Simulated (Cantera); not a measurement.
A Cantera script and what it prints.

```python
import numpy as np
import cantera as ct

gas_names = """
    CL CL2 H HCL H2 N NH NH2 NH3 N2 N2H2 N2H4 Si SiCL SiCL2 SiCL3 SiCL4 SiH SiHCL3 SiH2 SiH2CL2 SiH3
    SiH3CL SiH4 SiN Si2 Si2N Si3
""".split()
cond_names = """
    NH4CL(a) NH4CL(b) Si(cr) Si(L) Si3N4(a)
""".split()


def load(file, names, dense=False):
    # The tables refer to 1 bar. Condensed volumes are neglected.
    table = {s.name: s for s in ct.Species.list_from_file(file)}
    out = []
    for n in names:
        d = dict(table[n].input_data)
        d["thermo"] = dict(d["thermo"], **{"reference-pressure": 1e5})
        if dense:
            d["equation-of-state"] = {"model": "constant-volume", "density": "1e6 g/cm^3"}
        out.append(ct.Species.from_dict(d))
    return out


gas = ct.Solution(thermo="ideal-gas", species=load("nasa_gas.yaml", gas_names))
cond = {s.name: ct.Solution(thermo="fixed-stoichiometry", species=[s], name=s.name)
        for s in load("nasa_condensed.yaml", cond_names, dense=True)}
atoms = {
    'SiH2Cl2': {'Si': 1, 'H': 2, 'CL': 2},
    'N2': {'N': 2},
}
top_T = {'Si3N4(a)': 2400}  # K; cautious upper limits of use, not melting points


def equilibrate(T, P, feed):
    n = {}
    for name, mol in feed.items():
        for a, k in atoms[name].items():
            n[a] = n.get(a, 0.0) + k * mol
    gas.TPX = T, P, n
    mass = sum(n.values()) * gas.mean_molecular_weight
    gas.equilibrate("TP")
    valid = [c for c in cond.values() if c.min_temp <= T <= top_T.get(c.name, c.max_temp)]
    mix = ct.Mixture([(gas, mass / gas.mean_molecular_weight)] + [(c, 0.0) for c in valid])
    mix.T, mix.P = T, P
    mix.equilibrate("TP", solver="vcs", rtol=1e-11, max_steps=5000)
    return mix


results = []
T = 1098  # K
P = 3200  # Pa
for m in [12, 20, 27, 35, 42, 49, 57]:
    feed = {'SiH2Cl2': 1, 'N2': m}  # mol
    mix = equilibrate(T, P, feed)
    results.append((T, P, feed, dict(zip(mix.species_names, mix.species_moles))))

top = {s: max(r[3][s] / sum(r[3][g] for g in gas_names) for r in results) for s in gas_names}
cols = sorted((s for s in top if top[s] > 0.0001), key=lambda s: -top[s])[:6]
seen = [c for c in cond_names if any(r[3].get(c, 0) > 1e-12 for r in results)]
print("log10 of partial pressures in bar; condensed amounts in mol")
print(f"{'n(N2)':>10s}" + "".join(f"{s[:9]:>10s}" for s in cols + seen))
for T, P, feed, n in results:
    ng = sum(n[g] for g in gas_names)
    print(f"{feed['N2']:10.4g}" + "".join(f"{np.log10(max(n[s] / ng * P / 1e5, 1e-99)):10.3f}" for s in cols)
          + "".join(f"{n.get(c, 0):10.4g}" for c in seen))
```

It prints:

```
log10 of partial pressures in bar; condensed amounts in mol
     n(N2)        N2       HCL        H2     SiCL4  Si3N4(a)
        12    -1.559    -2.491    -3.099    -3.403    0.2781
        20    -1.534    -2.675    -3.350    -3.654    0.2836
        27    -1.524    -2.787    -3.501    -3.806    0.2867
        35    -1.518    -2.886    -3.635    -3.939    0.2893
        42    -1.514    -2.957    -3.729    -4.034    0.2911
        49    -1.511    -3.017    -3.810    -4.115    0.2926
        57    -1.509    -3.076    -3.889    -4.195     0.294
```

These are equilibrium values from Cantera (NASA tables, ideal gas, pure condensed phases), not measurements of a reactor. N2 is the only nitrogen source here; it is nearly inert below about 1500 K, so the nitride shown seldom forms there in practice. The tables' values for SiCl3 are old estimates; treat these amounts as uncertain.
